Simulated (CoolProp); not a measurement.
Vapour-liquid equilibrium of R152A (1) + R113 (2) at 0.3 MPa; x and y are mole fractions of (1).

Computed with CoolProp (multi-fluid Helmholtz-energy mixture model, Outcalt 1996 and Marx 1992; pair parameters Bell 2016).

```
x      bubble temperature (°C)  y at the bubble point  dew temperature at overall composition x (°C)  liquid density (mol/L)
-----  -----------------------  ---------------------  ---------------------------------------------  ----------------------
0.05                      65.9                  0.407                                           82.7                   7.942
0.125                     46.3                  0.690                                           79.6                   8.458
0.2                       34.2                  0.807                                           76.3                   8.900
0.275                     26.5                  0.864                                           72.8                   9.308
0.35                      21.3                  0.896                                           69.0                   9.705
0.425                     17.7                  0.915                                           64.9                   10.11
0.5                       15.1                  0.929                                           60.4                   10.52
0.575                     13.0                  0.939                                           55.4                   10.96
0.65                      11.2                  0.948                                           49.7                   11.44
0.725                      9.7                  0.957                                           43.1                   11.95
0.8                        8.1                  0.966                                           35.1                   12.52
0.875                      6.5                  0.977                                           24.8                   13.15
0.95                       4.8                  0.990                                           11.0                   13.87
```

No azeotrope shows between x = 0.05 and 0.95.

Pair parameters are fitted to limited data, so mixtures are less certain than the pure fluids.
